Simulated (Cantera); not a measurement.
A Cantera script and its output.

```python
import numpy as np
import cantera as ct

surf = ct.Interface("ptcombust.yaml", "Pt_surf")
gas = surf.adjacent["gas"]
gas.TPX = 300, 2700, {'H2': 0.024, 'O2': 0.072, 'N2': 0.79}
jet = ct.ImpingingJet(gas=gas, width=0.022, surface=surf)
jet.inlet.mdot, jet.inlet.T, jet.inlet.X = 0.024, 300, {'H2': 0.024, 'O2': 0.072, 'N2': 0.79}
jet.set_refine_criteria(ratio=10, slope=0.2, curve=0.3)
show, cover = ['H2', 'O2', 'H2O', 'OH'], ["PT(S)", "H(S)", "O(S)", "OH(S)", "CO(S)", "C(S)"]

rows = []
print(f"{'Ts/K':>7s}" + "".join(f"{s:>11s}" for s in show + cover) + "   (gas at the wall, coverages)")
for i, Ts in enumerate([600, 650, 700, 750, 800, 850, 900]):
    jet.surface.T = Ts
    if i == 0:
        surf.TP = Ts, 2700
        surf.coverages = "PT(S):0.5, O(S):0.5"
        surf.advance_coverages(1.0)
        jet.set_initial_guess(products="inlet")
    jet.solve(loglevel=0, auto=(i == 0))
    rows.append([*(jet.X[gas.species_index(s), -1] for s in show), *surf[cover].coverages])
    print(f"{Ts:7g}" + "".join(f"{x:11.3e}" for x in rows[-1]))
```

It prints:

```
   Ts/K         H2         O2        H2O         OH      PT(S)       H(S)       O(S)      OH(S)      CO(S)       C(S)   (gas at the wall, coverages)
    600  3.925e-03  5.713e-02  4.391e-02  1.527e-12  1.128e-01  2.085e-09  8.824e-01  4.764e-03 -9.266e-20 -1.155e-33
    650  3.919e-03  5.719e-02  4.363e-02  1.967e-11  1.187e-01  3.528e-09  8.781e-01  3.190e-03  1.780e-15  7.485e-26
    700  3.843e-03  5.717e-02  4.352e-02  1.729e-10  1.272e-01  6.204e-09  8.705e-01  2.272e-03  7.841e-18  3.702e-26
    750  3.527e-03  5.690e-02  4.387e-02  1.096e-09  1.469e-01  1.199e-08  8.514e-01  1.758e-03  7.520e-18  8.129e-30
    800  2.956e-03  5.637e-02  4.471e-02  5.188e-09  1.869e-01  2.622e-08  8.116e-01  1.468e-03  3.610e-21  8.950e-25
    850  2.401e-03  5.584e-02  4.554e-02  1.964e-08  2.444e-01  5.823e-08  7.544e-01  1.267e-03  4.592e-18  7.192e-27
    900  1.984e-03  5.546e-02  4.612e-02  6.243e-08  3.122e-01  1.219e-07  6.867e-01  1.096e-03  3.682e-19  1.428e-29
```

Detailed kinetics in Cantera: Deutschmann's 1995 Pt surface mechanism with GRI-Mech 3.0 gas chemistry. Catalytic surfaces can have several steady states; this one follows from the mechanism file's or the stated starting coverage.
